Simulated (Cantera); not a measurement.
A perfectly stirred reactor is fed with H2 : O2 : N2 = 1.4 : 1 : 14 (molar parts), equivalence ratio 0.70, at 0.128 atm; it is held at 873 K, and followed from long to short residence time.

Cantera simulation using the H2/O2 subset of GRI-Mech 3.0, which has no nitrogen chemistry; the numbers are that mechanism's predictions, not measurements. Radical loss at walls, strong at low pressure, is not modelled. Below about 950 K walls govern HO2 and H2O2 in real vessels. The temperature is held fixed by assumption; the heat of reaction is taken as removed at once.

x: mole fraction; the columns are a selection and need not sum to one.

```tsv
τ (s)	x H2	x O2	x O	x OH	x H	x H2O2
6.0	0.00115	0.0197	9.62e-6	8.98e-6	1.05e-5	(withheld)
2.2	0.00183	0.0200	1.84e-5	1.52e-5	2.79e-5	(withheld)
0.84	0.00289	0.0205	3.29e-5	2.48e-5	7.05e-5	(withheld)
0.31	0.00467	0.0214	5.84e-5	4.05e-5	0.000180	1.43e-7
0.12	0.00738	0.0228	9.83e-5	6.32e-5	0.000424	1.40e-7
0.043	0.0121	0.0252	0.000168	9.94e-5	0.00101	1.42e-7
0.016	0.0194	0.0290	0.000271	0.000147	0.00214	1.45e-7
0.0060	0.0305	0.0347	0.000411	0.000201	0.00395	1.43e-7
0.0022	0.0471	0.0432	0.000542	0.000235	0.00582	(withheld)
0.00083	0.0696	0.0541	0.000419	0.000159	0.00444	(withheld)
```

**Question.** What belongs in the gaps?

**Answer.** 
- 6.0, x H2O2: 2.52e-7
- 2.2, x H2O2: 1.89e-7
- 0.84, x H2O2: 1.56e-7
- 0.0022, x H2O2: 1.25e-7
- 0.00083, x H2O2: 6.95e-8
